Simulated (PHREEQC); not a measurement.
Model water analysis in mg/L, 25 °C, pH 6.91, pe 11.8:

| constituent | mg/L |
|---|---|
| Na | 0.0251 |
| K | 0.194 |
| Ca | 0.131 |
| Mg | 0.118 |
| Cl | 0.21 |
| S(6) as SO4 | 0.619 |
| Alkalinity as HCO3 | 0.189 |
| Cd | 0.00968 |
| Zn | 0.00233 |
| O(0) (dissolved oxygen) | 0.00677 |
| Br | 0.0207 |

Valence states are taken as typed.

Equilibrium calculation in PHREEQC: ion-association model, wateq4f.dat.

No solid was allowed to form.

What charge-balance error does the model give?

charge-balance error 0.8 %.

In which forms is C present?

HCO3- 78 %, CO2 22 % of the C.

Species that the database lacks are ignored.
